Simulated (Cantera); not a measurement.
Gas mixture: 100 % N₂O, at 0.330 Torr, frozen composition.

Cantera's kinetic-theory transport with the Lennard-Jones parameters of GRI-Mech 3.0, ideal gas; thermal conductivity in the multicomponent form. The composition is frozen, though it would react at the higher temperatures.

D: mixture-averaged diffusion coefficient of that species in the mixture.

| T (K) | ρ (kg/m³) | cp (J/kg/K) | μ (µPa s) | λ (mW/m/K) | Pr | D (cm²/s) NH₃ | D (cm²/s) H₂ | D (cm²/s) CH₃ |
|---|---|---|---|---|---|---|---|---|
| 400 | 0.000582 | 970.3 | 19.5 | 25.3 | 0.746 | 650 | 2480 | 674 |
| 600 | 0.000388 | 1101 | ___ | ___ | 0.744 | ___ | ___ | ___ |
| 800 | 0.000291 | 1192 | 34.0 | 54.7 | 0.742 | 2390 | 8030 | 2290 |
| 1000 | 0.000233 | 1255 | 40.0 | 67.9 | 0.740 | 3570 | 11700 | 3360 |
| 1200 | 0.000194 | 1294 | 45.5 | 79.8 | 0.738 | 4920 | 15800 | 4570 |
| 1400 | 0.000166 | 1327 | 50.5 | 91.0 | 0.736 | 6420 | 20400 | 5930 |
| 1600 | 0.000146 | 1353 | 55.2 | 102 | 0.735 | 8080 | 25400 | 7410 |
| 1800 | 0.000129 | 1375 | 59.7 | ___ | 0.733 | ___ | ___ | ___ |
| 2000 | 0.000116 | 1392 | 64.0 | 122 | 0.732 | 11800 | 36800 | 10700 |

Problem. Complete the blanks.

Solution. 
- 600, μ (µPa s): 27.3
- 600, λ (mW/m/K): 40.4
- 600, D (cm²/s) NH₃: 1410
- 600, D (cm²/s) H₂: 4950
- 600, D (cm²/s) CH₃: 1390
- 1800, λ (mW/m/K): 112
- 1800, D (cm²/s) NH₃: 9870
- 1800, D (cm²/s) H₂: 30900
- 1800, D (cm²/s) CH₃: 9020
